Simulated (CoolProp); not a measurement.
A closed Brayton cycle with carbon dioxide: compressor inlet 321.15 K and 7.9 MPa, high pressure 18.8 MPa, turbine inlet 975 K, compressor efficiency 0.8, turbine efficiency 0.85, recuperator effectiveness 0.9 (on enthalpy, no pinch check). Each further row changes one setting.

The numbers come from the reference Helmholtz-energy equation of state, Span 1996 in CoolProp.

```tsv
case	thermal efficiency (%)	net work (kJ/kg)	compressor to turbine work	compressor exit (K)	turbine exit (K)
as stated	33.4	84.8	0.35	394.3	865.7
turbine inlet 925 K	32.2	77.7	0.37	394.3	819.5
compressor inlet 331.15 K	32.4	78.7	0.39	410.0	865.7
high pressure 16 MPa	31.4	71.4	0.33	380.2	885.5
recuperator effectiveness 0.5	17.9	84.8	0.35	394.3	865.7
```
